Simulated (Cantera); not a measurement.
A closed system holds: 1 mol B₂H₆, 2.6 mol O₂, held at 2398.15 K and 0.430 bar.

Cantera equilibrium calculation (NASA polynomials, part measured and part estimated; ideal gas, pure solids and liquids). Candidate condensed phases: B, B₂O₃, B₃O₃H₃, H₂O; 23 gas species. The feed counts by its element totals alone. Rates play no part.

Problem. What is the equilibrium state?

Solution. 
```
Quantity                            Result
-------------------------------  ---------
x(H₂O)                               0.361
x(HBO₂)                              0.359
x(H₂)                                0.193
x(B₂O₃)                             0.0631
x(H)                                0.0106
x(BO₂)                             0.00433
x(OH)                              0.00363
x(HBO)                             0.00336
x(BO)                              0.00192
gas amount                       4.042 mol
log10 activity of B(l) (absent)      -5.53
```
